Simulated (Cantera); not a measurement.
An isothermal, constant-pressure homogeneous reactor starts with CH4 : N2 = 1 : 8.9 (molar parts), at 1648 K and 0.240 bar.

Cantera simulation using GRI-Mech 3.0 (53 species, 325 reactions); the numbers are that mechanism's predictions, not measurements. GRI-Mech 3.0 stops at C3 and has no aromatics, soot or wall deposition, so with more carbon than oxygen in the feed, carbon stays in small species such as C2H2 where larger ones or solid carbon would form.

x: mole fraction; the columns are a selection and need not sum to one.

```
t (s)        x CH4     x HCN     x CH2      x H2    x C2H4     x C2H    x C2H2
--------  --------  --------  --------  --------  --------  --------  --------
7.00e-5      0.101    <1e-12  1.68e-10   8.43e-6   5.72e-9    <1e-12  4.58e-12
0.000215     0.101    <1e-12         ?   2.66e-5   1.84e-7    <1e-12  4.89e-10
0.000662     0.101  1.09e-12         ?   9.16e-5   5.25e-6    <1e-12   4.88e-8
0.00204      0.100  1.97e-11         ?  0.000495  0.000118  2.68e-11   4.56e-6
0.00626     0.0957  8.13e-10   2.53e-7   0.00474   0.00157   1.21e-9  0.000332
0.0192      0.0767   1.67e-8   2.52e-7    0.0291   0.00354   1.58e-8   0.00716
0.0592      0.0505   7.90e-8         ?    0.0675  0.000976   3.88e-8    0.0218
0.182       0.0247   2.41e-7         ?     0.104  0.000253   6.18e-8    0.0343
0.559      0.00857   5.37e-7         ?     0.126  0.000116   8.23e-8    0.0418
1.72       0.00256   8.91e-7         ?     0.134  0.000107   9.32e-8    0.0446
5.29      0.000867   1.25e-6         ?     0.136  0.000109   9.67e-8    0.0454
16.3      0.000527   1.76e-6   2.57e-9     0.137  0.000110   9.73e-8    0.0455
50.0      0.000514   3.18e-6   2.51e-9     0.137  0.000110   9.73e-8    0.0455
```

Q: Some entries are withheld; supply them.

A: 
- 0.000215, x CH2: 1.39e-9
- 0.000662, x CH2: 1.12e-8
- 0.00204, x CH2: 6.92e-8
- 0.0592, x CH2: 1.44e-7
- 0.182, x CH2: 7.93e-8
- 0.559, x CH2: 3.44e-8
- 1.72, x CH2: 1.18e-8
- 5.29, x CH2: 4.19e-9
